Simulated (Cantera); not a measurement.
Input: 1 mol V2O5, 880 mol H2, 0.84 mol N2, at 1300 K and 0.000470 bar.

Cantera equilibrium calculation (NASA polynomials, part measured and part estimated; ideal gas, pure solids and liquids). Candidate condensed phases: H2O, V, VN, VO, V2O3, V2O4, V2O5; 28 gas species. Condensed phases not in the tables: the oxides between V2O3 and V2O5 other than VO2. Kinetics and transport are ignored.

Q: What is the equilibrium state?

A: 
* **x(H2)**: 0.997
* **x(H2O)**: 0.00227
* **x(N2)**: 0.000954
* **x(H)**: 5.09e-5
* **n(V2O3(s))**: 1.000 mol
* **gas amount**: 880.9 mol
* **log10 activity of V(s) (absent)**: -3.33
* **log10 activity of V2O5(l) (absent)**: -13.90
